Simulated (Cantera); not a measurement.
Feed: 1 mol Si2H6, 4 mol N2O, 3 mol N2, 0.5 mol O2, held at 31.0 mbar.

Equilibrium computed with Cantera from the NASA thermochemical tables; the gas is ideal and each condensed phase is pure. Candidate condensed phases: H2O, Si, SiO2, Si2N2O, Si3N4; 35 gas species. The feed counts by its element totals alone. The tables hold silica as quartz up to 1696 K and as liquid above; real silica turns to tridymite and cristobalite and melts near 1996 K. Kinetics and transport are ignored. All values below are at 1450 K.

Base state: N2 0.700, H2 0.200, H2O 0.1000, H 2.40e-5 (mole fractions); condensed: SiO2(β-quartz).

Q: What changes in the equilibrium state with this change: O2 from 0.5 to 0.1 mol?

A: 
```tsv
species	before	after
N2	0.700	0.700
H2	0.200	0.280
H2O	0.1000	0.0200
H	2.40e-5	2.84e-5
SiO2(β-quartz), mol	2.00	2.00
```
